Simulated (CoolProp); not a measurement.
Vapour-liquid equilibrium of R143a (1) + isobutene (2) at 43.6 kPa; x and y are mole fractions of (1).

The numbers come from the multi-fluid Helmholtz-energy mixture model, Lemmon and Jacobsen 2000 and Lemmon 2005; pair parameters Bell 2016 in CoolProp.

```tsv
x	bubble temperature, mixture model (K)	bubble temperature, Raoult's law (K)	y, mixture model	y, Raoult's law
0.05	233.9	241.9	0.483	0.234
0.125	224.5	236.4	0.708	0.465
0.2	220.0	231.9	0.788	0.613
0.275	217.5	228.3	0.826	0.714
0.35	216.0	225.2	0.848	0.785
0.425	214.9	222.5	0.864	0.837
0.5	214.1	220.1	0.876	0.877
0.575	213.5	218.1	0.888	0.908
0.65	212.8	216.2	0.900	0.932
0.725	212.1	214.6	0.914	0.952
0.8	211.5	213.1	0.930	0.969
0.875	210.8	211.7	0.951	0.982
0.95	210.1	210.4	0.978	0.993
```

The largest gap from Raoult's law is -11.9 K in bubble temperature, at x = 0.2. No azeotrope shows between x = 0.05 and 0.95.

Pair parameters are fitted to limited data, so mixtures are less certain than the pure fluids. With so large a gap from Raoult's law the liquid may split in two, which this calculation doesn't test in full.
